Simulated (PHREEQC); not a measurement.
Make-up at 25 °C: 3.1 mmol/kgw Pb(NO3)2, 0.81 mmol/kgw ZnCl2, 10 mmol/kgw H2SO4 and 0.068 mmol/kgw NaCl. Closed to the air; pH follows from the charge balance.

Equilibrium calculation in PHREEQC: ion-association model, phreeqc.dat.

Each row changes one thing in this solution. No solid was allowed to form.

```json
[
 {"case": "as made", "pH": "1.85", "ionic strength (mol/kgw)": "0.0278", "Pb+2 (mol/kgw)": "0.00169", "Cl- (mol/kgw)": "0.00163", "Zn+2 (mol/kgw)": "0.000612", "PbNO3+ (mol/kgw)": "8.07e-5", "SI of Pb(OH)2 (Pb(OH)2)": "-7.49", "SI of Zn(OH)2(e) (Zn(OH)2)": "-11.28"},
 {"case": "NaCl left out", "pH": "1.85", "ionic strength (mol/kgw)": "0.0277", "Pb+2 (mol/kgw)": "0.00169", "Cl- (mol/kgw)": "0.00156", "Zn+2 (mol/kgw)": "0.000612", "PbNO3+ (mol/kgw)": "8.08e-5", "SI of Pb(OH)2 (Pb(OH)2)": "-7.49", "SI of Zn(OH)2(e) (Zn(OH)2)": "-11.28"},
 {"case": "temperature from 25 to 20 °C", "pH": "1.84", "ionic strength (mol/kgw)": "0.0281", "Pb+2 (mol/kgw)": "0.00167", "Cl- (mol/kgw)": "0.00164", "Zn+2 (mol/kgw)": "0.000611", "PbNO3+ (mol/kgw)": "7.96e-5", "SI of Pb(OH)2 (Pb(OH)2)": "-7.69", "SI of Zn(OH)2(e) (Zn(OH)2)": "-11.29"},
 {"case": "diluted 2-fold with water", "pH": "2.12", "ionic strength (mol/kgw)": "0.0152", "Pb+2 (mol/kgw)": "0.000935", "Cl- (mol/kgw)": "0.000825", "Zn+2 (mol/kgw)": "0.000321", "PbNO3+ (mol/kgw)": "2.58e-5", "SI of Pb(OH)2 (Pb(OH)2)": "-7.16", "SI of Zn(OH)2(e) (Zn(OH)2)": "-10.97"},
 {"case": "H2SO4 from 0.01 to 0.1 mol/kgw", "pH": "1.01", "ionic strength (mol/kgw)": "0.146", "Pb+2 (mol/kgw)": "0.00134", "Cl- (mol/kgw)": "0.00166", "Zn+2 (mol/kgw)": "0.000524", "PbNO3+ (mol/kgw)": "3.89e-5", "SI of Pb(OH)2 (Pb(OH)2)": "-9.48", "SI of Zn(OH)2(e) (Zn(OH)2)": "-13.25"},
 {"case": "H2SO4 left out", "pH": "5.20", "ionic strength (mol/kgw)": "0.0112", "Pb+2 (mol/kgw)": "0.00282", "Cl- (mol/kgw)": "0.00157", "Zn+2 (mol/kgw)": "0.000808", "PbNO3+ (mol/kgw)": "0.000162", "SI of Pb(OH)2 (Pb(OH)2)": "-0.49", "SI of Zn(OH)2(e) (Zn(OH)2)": "-4.38"}
]
```

Some of these states are supersaturated (in Anglesite, for instance).
